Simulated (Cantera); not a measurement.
Ammonia decomposition in nitride growth gas

An isothermal, constant-pressure homogeneous reactor starts with 55.9 % NH3, 44.1 % N2, at 1450 K and 645 Torr.

Model: the gas-phase N/H chemistry of the illustrative SiF4/NH3 mechanism in the Surface Chemkin manual (1991), integrated in Cantera. Walls and surfaces, which speed up NH3 decomposition in real reactors, are not modelled.

```
t (s)     x NH3      x H2       x N      x NH    x N2H2
--------  -----  --------  --------  --------  --------
1.00e-5   0.559   1.19e-8    <1e-12    <1e-12    <1e-12
5.99e-5   0.559   7.35e-8    <1e-12    <1e-12  1.28e-12
0.000359  0.559   4.44e-7    <1e-12  5.02e-11  1.36e-10
0.00215   0.559   2.86e-6    <1e-12   2.15e-9   6.72e-9
0.0129    0.559   4.67e-5  4.51e-12   2.73e-8   1.27e-7
0.0774    0.558  0.000526  2.32e-11   3.25e-8   1.54e-7
0.464     0.555   0.00340  1.23e-10   3.50e-8   1.52e-7
2.78      0.538    0.0197  4.65e-10   4.03e-8   1.38e-7
16.7      0.462    0.0932  6.39e-10   3.57e-8   8.61e-8
100       0.283     0.265  3.24e-10   1.81e-8   2.26e-8
```
x: mole fraction; the columns are a selection and need not sum to one.

Equilibrium at this temperature and pressure: NH3 1.64e-5, H2 0.538, N <1e-12, NH <1e-12, N2H2 <1e-12 (gas phase only).
